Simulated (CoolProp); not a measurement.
A single-stage vapour-compression cycle with the fluid: evaporating at 208.15 K (dew point), condensing at 232.15 K (bubble point), superheat 8 K, subcooling 5 K, compressor efficiency 0.8, no pressure losses. The same conditions are run with several fluids, on thermodynamics alone (safety and materials aside).

The numbers come from the reference Helmholtz-energy equation of state of each fluid (R152A: Outcalt 1996; C2F6 (R116): Lemmon 2006; R407C: Lemmon 2003; fluoroethane (R161): Wu 2012; R115: Lemmon 2016; propylene: Lemmon 2013) in CoolProp. Blends and air are pseudo-pure fits.

| fluid | cooling COP | pressure ratio | discharge temperature (K) | refrigerating effect (kJ/kg) | volumetric capacity (kJ/m³) |
|---|---|---|---|---|---|
| R152A | 6.41 | 4.14 | 276.0 | 341 | … |
| C2F6 (R116) | 6.32 | 2.68 | 244.3 | 97.1 | 1550 |
| R407C | … | 5.73 | 286.0 | 241 | … |
| fluoroethane (R161) | 6.38 | 3.65 | … | 424 | 271 |
| R115 | 6.54 | 3.46 | 247.6 | 122 | 288 |
| propylene | 6.44 | 3.18 | 267.6 | … | 433 |

Fill in the missing entries.


- R152A, volumetric capacity (kJ/m³): 136
- R407C, cooling COP: 4.76
- R407C, volumetric capacity (kJ/m³): 234
- fluoroethane (R161), discharge temperature (K): 278.3
- propylene, refrigerating effect (kJ/kg): 426
